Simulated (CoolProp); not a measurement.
Vapour pressure (MPa) of R1234ze(Z): the reference equation beside estimates from Tc = 150.1 °C, pc = 3.531 MPa, ω = 0.327.

The numbers come from the reference Helmholtz-energy equation of state, Akasaka 2019 in CoolProp.

```csv
T (°C),reference,Lee-Kesler,van der Waals
9.65,0.1010,0.1000,0.5556
18.45,0.1407,0.1403,0.6521
27.25,0.1917,0.1921,0.7590
35.95,0.2553,0.2568,0.8753
44.75,0.3350,0.3379,1.004
53.55,0.4326,0.4369,1.144
62.35,0.5506,0.5563,1.297
71.05,0.6897,0.6967,1.459
79.85,0.8561,0.8639,1.636
88.65,1.051,1.059,1.826
97.45,1.278,1.286,2.029
106.15,1.536,1.544,2.242
114.95,1.837,1.843,2.472
```

Absolute difference from the reference over all 13 rows, mean and median: Lee-Kesler 0.7 and 0.8 %, van der Waals 174.4 and 135.6 %.
